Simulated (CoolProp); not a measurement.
Vapour-liquid equilibrium of R134a (1) + R152A (2) at 215.2 K; x and y are mole fractions of (1).

Computed with CoolProp (multi-fluid Helmholtz-energy mixture model, Tillner-Roth 1994 and Outcalt 1996; pair parameters Lemmon 2004).

Task: Give the bubble pressure and the first vapour's composition at x = 0.05, 0.65, 0.725. Is there an azeotrope?

Result: x = 0.05: 16.90 kPa, y = 0.041; x = 0.65: 16.70 kPa, y = 0.683; x = 0.725: 16.94 kPa, y = 0.761. y crosses x between x = 0.35 and 0.425: the model has an azeotrope there.

The pair parameters rest on a limited set of measurements; away from them the model extrapolates.
